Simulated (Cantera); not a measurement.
A closed system holds: 1 mol Cu₂O, 62 mol H₂, 29 mol N₂, equilibrated at 1675 K and 1.05 Torr.

These are equilibrium values from Cantera (NASA tables, ideal gas, pure condensed phases), not measurements of a reactor. Candidate condensed phases: Cu, CuO, Cu(OH)₂, Cu₂O, H₂O; 27 gas species. Kinetics and transport are ignored.

Base state: H₂ 0.654, N₂ 0.311, Cu 0.0215, H₂O 0.0107, H 0.00251 (mole fractions); condensed: gas only.

Problem. What changes in the equilibrium state with this change: temperature from 1675 K to 1723 K?

Solution. 
| species | before | after |
|---|---|---|
| H₂ | 0.654 | 0.653 |
| N₂ | 0.311 | 0.311 |
| Cu | 0.0215 | 0.0215 |
| H | 0.00251 | 0.00394 |
| H₂O | 0.0107 | 0.0107 |

Problem. What changes in the equilibrium state with this change: pressure from 1.05 Torr to 563 Torr?

Solution. 
```
species      before     after
----------  -------  --------
H₂            0.654     0.670
N₂            0.311     0.319
H₂O          0.0107    0.0110
Cu           0.0215  0.000152
H           0.00251  0.000110
Cu(l), mol        0      1.99
```

Problem. What changes in the equilibrium state with this change: H₂ from 62 to 1.8 mol?

Solution. 
```csv
species,before,after
N₂,0.311,0.884
Cu,0.0215,0.0609
H₂O,0.0107,0.0304
H₂,0.654,0.0242
OH,1.99e-6,2.94e-5
Cu₂,6.03e-6,4.85e-5
H,0.00251,0.000482
```
